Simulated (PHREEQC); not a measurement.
Model water analysis in mg/kgw, 25 °C, pH 3.79, pe 10.8: Na 17.3; K 0.277; Ca 58.6; Mg 31.8; Cl 42.5; S(6) as SO4 264; Fe(3) 0.0472; Pb 6.65; Mn(2) 0.07.

Valence states are taken as typed.

The numbers come from PHREEQC with the ion-association model, phreeqc.dat.

Each row changes one thing in this solution. This is a speciation only: nothing precipitates in the calculation.

```json
[
 {"case": "as made", "ionic strength (mol/kgw)": "0.0102", "SO4-2 (mol/kgw)": "0.00224", "Ca+2 (mol/kgw)": "0.00124", "Mg+2 (mol/kgw)": "0.00106", "MgSO4 (mol/kgw)": "0.000248", "CaSO4 (mol/kgw)": "0.000219", "SI of Anglesite (PbSO4)": "+0.09", "SI of Gypsum (CaSO4:2H2O)": "-1.33"},
 {"case": "temperature from 25 to 65 °C at the same typed pH", "ionic strength (mol/kgw)": "0.00931", "SO4-2 (mol/kgw)": "0.00199", "Ca+2 (mol/kgw)": "[?]", "Mg+2 (mol/kgw)": "0.000871", "MgSO4 (mol/kgw)": "0.000437", "CaSO4 (mol/kgw)": "[?]", "SI of Anglesite (PbSO4)": "-0.15", "SI of Gypsum (CaSO4:2H2O)": "-1.31"},
 {"case": "all concentrations times 2 at the same typed pH", "ionic strength (mol/kgw)": "0.0190", "SO4-2 (mol/kgw)": "0.00414", "Ca+2 (mol/kgw)": "0.00232", "Mg+2 (mol/kgw)": "0.00195", "MgSO4 (mol/kgw)": "0.000667", "CaSO4 (mol/kgw)": "0.000596", "SI of Anglesite (PbSO4)": "[?]", "SI of Gypsum (CaSO4:2H2O)": "-0.89"},
 {"case": "Pb from 6.65 to 20 mg/kgw", "ionic strength (mol/kgw)": "0.0103", "SO4-2 (mol/kgw)": "0.00222", "Ca+2 (mol/kgw)": "[?]", "Mg+2 (mol/kgw)": "0.00106", "MgSO4 (mol/kgw)": "[?]", "CaSO4 (mol/kgw)": "0.000217", "SI of Anglesite (PbSO4)": "+0.56", "SI of Gypsum (CaSO4:2H2O)": "-1.33"}
]
```

Task: Some entries are withheld; supply them.

Result: 
- temperature from 25 to 65 °C at the same typed pH, Ca+2 (mol/kgw): 0.00122
- temperature from 25 to 65 °C at the same typed pH, CaSO4 (mol/kgw): 0.000242
- all concentrations times 2 at the same typed pH, SI of Anglesite (PbSO4): +0.48
- Pb from 6.65 to 20 mg/kgw, Ca+2 (mol/kgw): 0.00125
- Pb from 6.65 to 20 mg/kgw, MgSO4 (mol/kgw): 0.000246

Species that the database lacks are ignored. Some of these states are supersaturated (in Anglesite, Hematite (slow to form), Goethite (slow to form), for instance). Constants without temperature data keep their 25 °C values here.
